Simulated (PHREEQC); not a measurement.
PHREEQC input (Pitzer model, pitzer.dat):

```
SOLUTION 1
  temp 15
  units mol/kgw
  pH 7 charge
  C(4) 0.3757
  K 0.7563
  S(6) 0.0053
END
USE solution 1
INCREMENTAL_REACTIONS false
REACTION 1
  H2O -1
  0 9.886 18.011 24.689 30.178 34.689 38.397 41.444
  43.949 46.007 47.699 49.089 50.232 51.172 moles
EQUILIBRIUM_PHASES 1
  Arcanite 0 0
  Kalicinite 0 0
  Misenite 0 0
  CO2(g) -3.4 10
SELECTED_OUTPUT 1
  -reset false
  -pH true
  -pe true
  -ionic_strength true
  -water true
  -activities H2O
  -totals C K S
  -molalities H+ K+ CO3-2 SO4-2 OH- HCO3- CO2 HSO4-
  -equilibrium_phases Arcanite Kalicinite Misenite
PRINT
  -reset false
END
```

Selected output (columns that matter, 14 of 14 rows; water left (kg) added in front):

```
water left (kg)	pH	mu	C	K	S	m_H+	m_K+	m_CO3-2	m_SO4-2	m_OH-	m_HCO3-	la_H2O	Arcanite
0.998645	10.12	1.0558	0.45352	0.75733	0.0053072	1.8512e-10	0.75733	0.29313	0.0053072	7.7105e-05	0.16038	-0.0076827	0
0.820667	10.153	1.2934	0.54318	0.92157	0.0064582	1.8547e-10	0.92157	0.3654	0.0064582	8.0487e-05	0.17776	-0.0092192	0
0.674403	10.186	1.5835	0.65149	1.1214	0.0078588	1.8638e-10	1.1214	0.45416	0.0078588	8.3084e-05	0.19732	-0.011086	0
0.554195	10.221	1.9372	0.78255	1.3647	0.0095634	1.8755e-10	1.3647	0.56293	0.0095634	8.4676e-05	0.2196	-0.013371	0
0.455394	10.257	2.3684	0.94142	1.6608	0.011638	1.886e-10	1.6608	0.696	0.011638	8.5038e-05	0.2454	-0.016194	0
0.374201	10.297	2.8937	1.1343	2.0211	0.014164	1.8903e-10	2.0211	0.85842	0.014164	8.396e-05	0.27586	-0.019722	0
0.307462	10.341	3.5333	1.369	2.4598	0.017238	1.882e-10	2.4598	1.0563	0.017238	8.1263e-05	0.31267	-0.024194	0
0.252618	10.39	4.3116	1.6551	2.9939	0.02098	1.8543e-10	2.9939	1.2967	0.02098	7.6834e-05	0.35832	-0.029942	0
0.207524	10.447	5.2582	2.005	3.6444	0.025539	1.7997e-10	3.6444	1.5883	0.025539	7.0653e-05	0.4167	-0.037445	0
0.170468	10.513	6.408	2.4341	4.4366	0.031091	1.7117e-10	4.4366	1.9403	0.031091	6.2845e-05	0.49387	-0.047355	0
0.139986	10.589	7.804	2.9634	5.4027	0.037861	1.5856e-10	5.4027	2.3635	0.037861	5.3696e-05	0.59997	-0.060586	0
0.114923	10.678	9.4768	3.6201	6.5684	0.039864	1.436e-10	6.5684	2.8685	0.039864	4.3705e-05	0.75157	-0.078177	0.00071871
0.0942775	10.779	11.456	4.4441	7.9634	0.026872	1.2979e-10	7.9634	3.4655	0.026872	3.3473e-05	0.97855	-0.10132	0.0027666
0.0772318	10.895	13.859	5.5045	9.6907	0.017662	1.1376e-10	9.6907	4.1509	0.017662	2.377e-05	1.3536	-0.13187	0.0039359
```
